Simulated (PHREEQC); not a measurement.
A solution holds 1.4 mmol/kgw H2SO4, 0.51 mmol/kgw AlCl3 and 25 mmol/kgw KCl, at 40 °C. Closed to the air; pH follows from the charge balance.

Computed with PHREEQC (ion-association model, wateq4f.dat).

```tsv
quantity	before	after
pH	2.64	4.07
ionic strength (mol/kgw)	0.0305	0.0279
```

### Question
Which change was made?
A) KCl from 0.025 to 0.25 mol/kgw
B) AlCl3 from 0.00051 to 0.000459 mol/kgw
C) AlCl3 left out
D) 0.0027 mol/kgw Al2(SO4)3 added
E) H2SO4 left out

### Answer
E, H2SO4 left out

No solid was allowed to form. Some of these states are supersaturated (in Boehmite (slow to form), Gibbsite (slow to form), for instance). At this temperature some constants are extrapolated from 25 °C, and those without enthalpy data are left unchanged.
